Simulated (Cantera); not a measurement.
Predominance diagram of Li at 1575 K against the partial pressures of O2 and Cl2 (log10, bar). Standard-state values (1 bar) from the NASA 1993 polynomials, evaluated with Cantera. Candidates: Li(l), LiCl(l), Li2O(s). Only these pure phases compete in this equilibrium. Not in the tables: the peroxide.

Which phase is stable at these pairs, and which metal-bearing vapour leads over it? (0, -10); (-25, -8); (-17.6, -8); (-2.9, -1); (-5.9, -11); (-19.1, -9); (-11.8, -10)


| log p(O2) | log p(Cl2) | phase | chief vapour | log p (bar) |
|---|---|---|---|---|
| 0 | -10 | Li2O(s) | LiCl | -1.9 |
| -25 | -8 | LiCl(l) | LiCl | -0.4 |
| -17.6 | -8 | LiCl(l) | LiCl | -0.4 |
| -2.9 | -1 | LiCl(l) | LiCl | -0.4 |
| -5.9 | -11 | Li2O(s) | LiCl | -0.9 |
| -19.1 | -9 | LiCl(l) | LiCl | -0.4 |
| -11.8 | -10 | LiCl(l) | LiCl | -0.4 |
